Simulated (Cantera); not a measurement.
Mixture: 17.2 % H2, 12.1 % O2, 53.4 % N2, 17.2 % H2O, equivalence ratio 0.71, at 3.50 bar, adiabatic and at constant volume. Ignition delay is the time to a rise of 400 K.

Model: GRI-Mech 3.0 (53 species, 325 reactions), integrated in Cantera. The hydrogen kinetics of GRI-Mech 3.0 are dated; newer H2 mechanisms differ, most at raised pressure. Where the delays flatten at high temperature, the 400 K rule measures the pace of heat release, not the induction time.

Problem. Predict: delay at 1300 K; delay at 1450 K; delay at 1600 K; delay at 1750 K; delay at 1900 K.

Solution. 
* **delay at 1300 K**: 19.5 µs
* **delay at 1450 K**: 7.30 µs
* **delay at 1600 K**: 4.48 µs
* **delay at 1750 K**: 3.42 µs
* **delay at 1900 K**: 3.04 µs
